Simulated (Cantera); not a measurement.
A perfectly stirred reactor is fed with CH4 : CO : O2 : N2 = 1 : 0.059 : 1.84 : 6.94 (molar parts), at 7500 Torr; it is adiabatic with a 800 K inlet, and is followed from long to short residence time, starting on the burning branch (τ in s: 0.33, 0.11, 0.036, 0.012, 0.004, 0.0013, 0.00045, 0.00015, 4.9e-05).

Cantera simulation using GRI-Mech 3.0 (53 species, 325 reactions); the numbers are that mechanism's predictions, not measurements.

**Question.** Predict: blow-out, bracketed by the residence times tried; x(CH4) at τ = 0.330 s; x(CO) at τ = 0.330 s; x(O2) at τ = 0.330 s; x(H) at τ = 0.330 s; x(CH4) at τ = 4.00 ms; x(CO) at τ = 4.00 ms; x(O2) at τ = 4.00 ms; x(C2H4) at τ = 4.00 ms; x(H) at τ = 4.00 ms.

**Answer.** 
- blow-out, bracketed by the residence times tried = burning at 49.0 µs, the shortest tried
- x(CH4) at τ = 0.330 s = 1.24e-7
- x(CO) at τ = 0.330 s = 0.0312
- x(O2) at τ = 0.330 s = 0.00127
- x(H) at τ = 0.330 s = 0.00109
- x(CH4) at τ = 4.00 ms = 8.69e-6
- x(CO) at τ = 4.00 ms = 0.0316
- x(O2) at τ = 4.00 ms = 0.00173
- x(C2H4) at τ = 4.00 ms = 1.65e-9
- x(H) at τ = 4.00 ms = 0.00124
